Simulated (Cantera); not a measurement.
Source: NASA polynomial tables (part measured, part estimated), evaluated in Cantera. Values are per mole of reaction as written; species without (g) are pure solids or liquids, kept so even where they would boil at 1 bar.

Q: Between 300 and 1873 K, where is each reaction favourable under standard conditions?
- 2 Cr₂O₃ + N₂O(g) → 7 O(g) + 2 Cr₂N

A: 
- 2 Cr₂O₃ + N₂O(g) → 7 O(g) + 2 Cr₂N: ΔG° is 3418 kJ at 300 K and 2001 kJ at 1873 K; it stays positive (K < 1). ΔH° is 3720 kJ and ΔS° 918 J/K at 1873 K.
